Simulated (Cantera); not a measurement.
A perfectly stirred reactor is fed with CO : H₂ : CH₄ : O₂ : N₂ = 1 : 0.062 : 0.18 : 0.557 : 2.09 (molar parts), equivalence ratio 1.6, at 370000 Pa; it is adiabatic with a 350 K inlet, and is followed from long to short residence time, starting on the burning branch (τ in s: 0.23, 0.091, 0.036, 0.014, 0.0057, 0.0022, 0.00089, 0.00035, 0.00014, 5.5e-05, 2.2e-05, 8.7e-06).

Model: GRI-Mech 3.0 (53 species, 325 reactions), integrated in Cantera.

x: mole fraction; the columns are a selection and need not sum to one.

| τ (s) | T (K) | x CO | x H₂ | x CH₄ | x O₂ | x C₂H₂ |
|---|---|---|---|---|---|---|
| 0.23 | 2178 | 0.162 | 0.0188 | 4.04e-6 | 3.49e-5 | 1.21e-8 |
| 0.091 | 2176 | 0.162 | 0.0188 | 6.30e-6 | 6.42e-5 | 2.66e-8 |
| 0.036 | 2172 | 0.162 | 0.0188 | 8.86e-6 | 0.000120 | 4.50e-8 |
| 0.014 | 2165 | 0.162 | 0.0188 | ___ | ___ | ___ |
| 0.0057 | 2155 | 0.162 | 0.0188 | ___ | ___ | ___ |
| 0.0022 | 2137 | 0.163 | 0.0188 | 2.51e-5 | 0.000870 | 1.07e-7 |
| 0.00089 | 2111 | 0.164 | 0.0189 | 3.95e-5 | 0.00164 | 1.38e-7 |
| 0.00035 | 2068 | 0.165 | 0.0191 | 6.86e-5 | 0.00306 | 1.88e-7 |
| 0.00014 | 2005 | 0.168 | 0.0193 | 0.000130 | 0.00540 | 2.86e-7 |
| 5.5e-5 | 1916 | 0.174 | 0.0194 | 0.000292 | 0.00951 | 5.24e-7 |
| 2.2e-5 | 1778 | 0.190 | 0.0185 | 0.000930 | 0.0193 | 1.36e-6 |
| 8.7e-6 | 350 | 0.257 | 0.0159 | 0.0463 | 0.143 | <1e-12 |

Some entries are withheld; supply them.


- 0.014, x CH₄: 1.21e-5
- 0.014, x O₂: 0.000232
- 0.014, x C₂H₂: 6.41e-8
- 0.0057, x CH₄: 1.68e-5
- 0.0057, x O₂: 0.000440
- 0.0057, x C₂H₂: 8.30e-8
